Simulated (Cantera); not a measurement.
Cantera run, input and output.

```python
import numpy as np
import cantera as ct

surf = ct.Interface("ptcombust.yaml", "Pt_surf")
gas = surf.adjacent["gas"]
gas.TPX = 300, 6700, {'H2': 0.013, 'O2': 0.2, 'N2': 0.79}
jet = ct.ImpingingJet(gas=gas, width=0.023, surface=surf)
jet.inlet.mdot, jet.inlet.T, jet.inlet.X = 0.051, 300, {'H2': 0.013, 'O2': 0.2, 'N2': 0.79}
jet.set_refine_criteria(ratio=10, slope=0.2, curve=0.3)
show, cover = ['H2', 'O2', 'H2O', 'OH'], ["PT(S)", "H(S)", "O(S)", "OH(S)", "CO(S)", "C(S)"]

rows = []
print(f"{'Ts/K':>7s}" + "".join(f"{s:>11s}" for s in show + cover) + "   (gas at the wall, coverages)")
for i, Ts in enumerate([600, 650, 700, 750, 800]):
    jet.surface.T = Ts
    if i == 0:
        surf.TP = Ts, 6700
        surf.coverages = "PT(S):0.5, O(S):0.5"
        surf.advance_coverages(1.0)
        jet.set_initial_guess(products="inlet")
    jet.solve(loglevel=0, auto=(i == 0))
    rows.append([*(jet.X[gas.species_index(s), -1] for s in show), *surf[cover].coverages])
    print(f"{Ts:7g}" + "".join(f"{x:11.3e}" for x in rows[-1]))
```

Result:

```
   Ts/K         H2         O2        H2O         OH      PT(S)       H(S)       O(S)      OH(S)      CO(S)       C(S)   (gas at the wall, coverages)
    600  3.429e-03  1.893e-01  1.845e-02  1.174e-12  2.984e-02  5.117e-10  9.675e-01  2.664e-03  9.588e-19 -3.378e-34
    650  3.376e-03  1.893e-01  1.841e-02  1.494e-11  3.194e-02  6.820e-10  9.663e-01  1.805e-03  4.975e-17  8.375e-32
    700  3.079e-03  1.890e-01  1.884e-02  1.287e-10  3.772e-02  1.169e-09  9.609e-01  1.368e-03  2.810e-19  4.889e-28
    750  2.376e-03  1.883e-01  2.006e-02  7.727e-10  5.449e-02  2.886e-09  9.443e-01  1.207e-03  3.378e-18  1.432e-29
    800  1.658e-03  1.876e-01  2.130e-02  3.441e-09  8.682e-02  8.613e-09  9.120e-01  1.154e-03  7.868e-20  1.733e-28
```

Cantera simulation using Deutschmann's 1995 Pt surface mechanism with GRI-Mech 3.0 gas chemistry; the numbers are that mechanism's predictions, not measurements. Catalytic surfaces can have several steady states; this one follows from the mechanism file's or the stated starting coverage.
